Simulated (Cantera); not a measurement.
## Equilibrium for tantalum, niobium, vanadium and zirconium in process gases: V + NH3 + N2O

A closed system holds: 1 mol V, 0.41 mol NH3, 1.8 mol N2O, at 2050 K.

These are equilibrium values from Cantera (NASA tables, ideal gas, pure condensed phases), not measurements of a reactor. Candidate condensed phases: H2O, V, VN, VO, V2O3, V2O4, V2O5; 28 gas species. Condensed phases not in the tables: the oxides between V2O3 and V2O5 other than VO2. Kinetics and transport are ignored.

From 0.100 Pa to 5.60 Pa nothing is condensed. From 42.0 Pa to 10.0 bar the condensed part is V2O3(s). The main V-bearing gas is VO2 throughout.

```csv
P (Pa),x N2,x H,x VO2,x H2,x H2O,x VO,n V2O3(s)
0.100,0.476,0.264,0.184,0.0136,0.000238,0.0527,0
0.750,0.499,0.194,0.198,0.0549,0.00109,0.0500,0
5.60,0.526,0.100,0.209,0.109,0.00219,0.0524,0
42,0.634,0.0427,0.144,0.149,0.0240,0.00451,0.265
320,0.729,0.0143,0.0392,0.128,0.0883,0.000286,0.446
2400,0.758,0.00507,0.00602,0.120,0.110,3.31e-5,0.492
18000,0.764,0.00185,0.000818,0.120,0.114,4.34e-6,0.499
130000,0.765,0.000689,0.000113,0.120,0.114,6.00e-7,0.500
1000000,0.765,0.000249,1.47e-5,0.120,0.114,7.80e-8,0.500
```
x: gas mole fraction; n: condensed amount in mol.
